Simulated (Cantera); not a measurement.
A Cantera script and what it prints.

```python
import numpy as np
import cantera as ct

gas_names = """
    Cu CuF CuF2 Cu2 F F2 H HF H2 H2F2 H3F3 H4F4 H5F5 H6F6 H7F7
""".split()
cond_names = """
    Cu(cr) Cu(L) CuF2(s) CuF2(L)
""".split()


def load(file, names, dense=False):
    # The tables refer to 1 bar. Condensed volumes are neglected.
    table = {s.name: s for s in ct.Species.list_from_file(file)}
    out = []
    for n in names:
        d = dict(table[n].input_data)
        d["thermo"] = dict(d["thermo"], **{"reference-pressure": 1e5})
        if dense:
            d["equation-of-state"] = {"model": "constant-volume", "density": "1e6 g/cm^3"}
        out.append(ct.Species.from_dict(d))
    return out


gas = ct.Solution(thermo="ideal-gas", species=load("nasa_gas.yaml", gas_names))
cond = {s.name: ct.Solution(thermo="fixed-stoichiometry", species=[s], name=s.name)
        for s in load("nasa_condensed.yaml", cond_names, dense=True)}
atoms = {
    'Cu': {'Cu': 1},
    'HF': {'H': 1, 'F': 1},
}
top_T = {}  # K; cautious upper limits of use, not melting points


def equilibrate(T, P, feed):
    n = {}
    for name, mol in feed.items():
        for a, k in atoms[name].items():
            n[a] = n.get(a, 0.0) + k * mol
    gas.TPX = T, P, n
    mass = sum(n.values()) * gas.mean_molecular_weight
    gas.equilibrate("TP")
    valid = [c for c in cond.values() if c.min_temp <= T <= top_T.get(c.name, c.max_temp)]
    mix = ct.Mixture([(gas, mass / gas.mean_molecular_weight)] + [(c, 0.0) for c in valid])
    mix.T, mix.P = T, P
    mix.equilibrate("TP", solver="vcs", rtol=1e-11, max_steps=5000)
    return mix


results = []
feed = {'Cu': 1, 'HF': 8.1}  # mol
P = 34  # Pa
for T in [400, 500, 600, 700, 800, 900, 1000, 1100, 1200, 1300, 1400, 1500]:
    mix = equilibrate(T, P, feed)
    results.append((T, P, feed, dict(zip(mix.species_names, mix.species_moles))))
    x = sorted(zip(gas.X, gas.species_names), reverse=True)
    print(f"T = {T:g} K  P = {P:g} Pa  gas = {mix.phase_moles(0):.4g} mol")
    print("   x: " + "  ".join(f"{s} {v:.3e}" for v, s in x if v > 1e-06))
    print("   condensed (mol): " + ("  ".join(f"{mix.phase(i).name} {mix.phase_moles(i):.4g}"
          for i in range(1, mix.n_phases) if mix.phase_moles(i) > 1e-12) or "none"))
```

It prints:

```
T = 400 K  P = 34 Pa  gas = 8.1 mol
   x: HF 1.000e+00  H2F2 2.689e-06
   condensed (mol): Cu(cr) 1
T = 500 K  P = 34 Pa  gas = 8.1 mol
   x: HF 1.000e+00
   condensed (mol): Cu(cr) 1
T = 600 K  P = 34 Pa  gas = 8.1 mol
   x: HF 1.000e+00
   condensed (mol): Cu(cr) 1
T = 700 K  P = 34 Pa  gas = 8.1 mol
   x: HF 1.000e+00
   condensed (mol): Cu(cr) 1
T = 800 K  P = 34 Pa  gas = 8.1 mol
   x: HF 1.000e+00
   condensed (mol): Cu(cr) 1
T = 900 K  P = 34 Pa  gas = 8.1 mol
   x: HF 1.000e+00  CuF 1.191e-06
   condensed (mol): Cu(cr) 1
T = 1000 K  P = 34 Pa  gas = 8.1 mol
   x: HF 1.000e+00  CuF 1.173e-05  H2 5.868e-06
   condensed (mol): Cu(cr) 0.9999
T = 1100 K  P = 34 Pa  gas = 8.1 mol
   x: HF 9.999e-01  CuF 7.584e-05  H2 3.793e-05  Cu 1.751e-06
   condensed (mol): Cu(cr) 0.9994
T = 1200 K  P = 34 Pa  gas = 8.102 mol
   x: HF 9.994e-01  CuF 3.575e-04  H2 1.787e-04  Cu 3.611e-05
   condensed (mol): Cu(cr) 0.9968
T = 1300 K  P = 34 Pa  gas = 8.109 mol
   x: HF 9.976e-01  CuF 1.321e-03  H2 6.598e-04  Cu 4.640e-04  H 1.541e-06
   condensed (mol): Cu(cr) 0.9855
T = 1400 K  P = 34 Pa  gas = 8.148 mol
   x: HF 9.901e-01  Cu 3.967e-03  CuF 3.925e-03  H2 1.957e-03  H 1.167e-05
   condensed (mol): Cu(L) 0.9357
T = 1500 K  P = 34 Pa  gas = 8.342 mol
   x: HF 9.614e-01  Cu 2.419e-02  CuF 9.608e-03  H2 4.771e-03  H 6.594e-05  Cu2 9.479e-06
   condensed (mol): Cu(L) 0.7179
```

Method: chemical equilibrium by Gibbs-energy minimisation in Cantera with the NASA 1993 tables (ideal gas, pure condensed phases).
